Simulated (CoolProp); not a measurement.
Aqueous lithium chloride as a coolant, 3 % by mass, freezing at -2.6 °C, 1 atm.

Computed with CoolProp (Melinder's fits for secondary coolants).

```csv
T (°C),conductivity (W/(m K)),Prandtl number,density (kg/m³),cp (kJ/(kg K))
2.7,___,12.8,1018,___
7.5,0.569,10.9,1017,___
12.4,0.577,9.37,1017,4.021
17.2,0.585,8.16,___,4.019
22,0.593,7.18,1015,4.019
26.8,0.601,6.37,1014,4.019
31.7,0.609,___,1012,4.019
36.5,0.617,5.09,1011,4.021
```

Complete the blanks.


- 2.7, conductivity (W/(m K)): 0.560
- 2.7, cp (kJ/(kg K)): 4.029
- 7.5, cp (kJ/(kg K)): 4.024
- 17.2, density (kg/m³): 1016
- 31.7, Prandtl number: 5.67
